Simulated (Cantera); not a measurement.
Feed: 1 mol C, 1.2 mol O2, 4.1 mol H2, 0.98 mol NH3, held at 2127 °C and 10.0 mbar.

Cantera equilibrium calculation (NASA polynomials, part measured and part estimated; ideal gas, pure solids and liquids). Candidate condensed phases: C, C6H6, C7H8, C8H18, H2O; 136 gas species. Rates play no part.

Base state: H2 0.510, H2O 0.171, CO 0.126, H 0.114, N2 0.0651, CO2 0.00712, OH 0.00698, O 0.00104 (mole fractions); condensed: gas only.

**Question.** What changes in the equilibrium state with this change: C replaced by C3H6?

**Answer.** 
```csv
species,before,after
H2,0.510,0.629
CO,0.126,0.196
H,0.114,0.126
H2O,0.171,3.88e-8
N2,0.0651,0.0355
HCN,1.18e-9,0.00815
OH,0.00698,1.43e-9
C2H2 (acetylene),<1e-9,0.00438
CO2,0.00712,2.05e-9
O,0.00104,<1e-9
"C(graphite), mol",0,0.379
```

**Question.** What changes in the equilibrium state with this change: C replaced by C3H8?

**Answer.** 
```
species            before    after
----------------  -------  -------
H2                  0.510    0.646
CO                  0.126    0.180
H                   0.114    0.128
H2O                 0.171  3.67e-8
N2                 0.0651   0.0324
HCN               1.18e-9  0.00790
OH                0.00698  1.33e-9
C2H2 (acetylene)    <1e-9  0.00450
CO2               0.00712  1.73e-9
O                 0.00104    <1e-9
C(graphite), mol        0    0.360
```

**Question.** What changes in the equilibrium state with this change: temperature from 2127 °C to 1100 °C?

**Answer.** 
```
species    before    after
-------  --------  -------
H2          0.510    0.608
H2O         0.171    0.180
CO          0.126    0.124
H           0.114  2.60e-5
CO2       0.00712   0.0178
N2         0.0651   0.0694
O         0.00104    <1e-9
O2       0.000144    <1e-9
```
